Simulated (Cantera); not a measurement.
## Thermodynamics of hydrogen reduction and annealing atmospheres, feed Cr2O3 + H2

A closed system holds: 1 mol Cr2O3, 130 mol H2, held at 998.15 K and 10.0 mbar.

Method: chemical equilibrium by Gibbs-energy minimisation in Cantera with the NASA 1993 tables (ideal gas, pure condensed phases). Candidate condensed phases: Cr, Cr2O3, H2O; 13 gas species. Rates play no part.

```
Item                Value
-----------  ------------
x(H2)               1.000
x(H2O)            8.01e-6
n(Cr(s))     0.000695 mol
n(Cr2O3(s))     1.000 mol
gas amount      130.0 mol
```
